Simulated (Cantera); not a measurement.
Input: 1 mol Al, 1.1 mol HCl, 4.1 mol H2, 0.23 mol O2, held at 100000 Pa.

Equilibrium computed with Cantera from the NASA thermochemical tables; the gas is ideal and each condensed phase is pure. Candidate condensed phases: Al, AlCl3, Al2O3, H2O; 29 gas species. Mutual solubility and eutectic melting of coexisting phases are not modelled. The tables' values for AlCl2 are old estimates; treat these amounts as uncertain. The numbers say what is thermodynamically allowed, not how fast it happens.

x: gas mole fraction; n: condensed amount in mol.

```
T (°C)   x H2   x AlCl  x AlCl3  x AlCl2  x HCl  x Al2Cl6      x H  n Al(l)  n Al2O3(s)
------  -----  -------  -------  -------  -----  --------  -------  -------  ----------
750     0.925  0.00316   0.0702  0.00140    [?]  0.000359  3.98e-9    0.314       0.153
825     0.921  0.00882   0.0673  0.00307    [?]  0.000132  2.37e-8    0.292       0.153
900     0.912   0.0210   0.0609  0.00579    [?]   4.91e-5  1.13e-7    0.246       0.153
975     0.897   0.0431   0.0500  0.00938    [?]   1.66e-5  4.42e-7    0.162       0.153
1050    0.875   0.0766   0.0349   0.0127    [?]   4.42e-6  1.48e-6   0.0342       0.153
1125    0.869   0.0849   0.0300   0.0147    [?]   1.93e-6  4.41e-6        0       0.153
1200    0.868   0.0845   0.0284   0.0167    [?]   1.08e-6  1.18e-5        0       0.153
1275    0.866   0.0846   0.0264   0.0185    [?]   6.08e-7  2.87e-5        0       0.153
```

Question: Some entries are withheld; supply them.

Answer: 
- 750, x HCl: 4.93e-5
- 825, x HCl: 0.000113
- 900, x HCl: 0.000227
- 975, x HCl: 0.000402
- 1050, x HCl: 0.000625
- 1125, x HCl: 0.00125
- 1200, x HCl: 0.00254
- 1275, x HCl: 0.00473
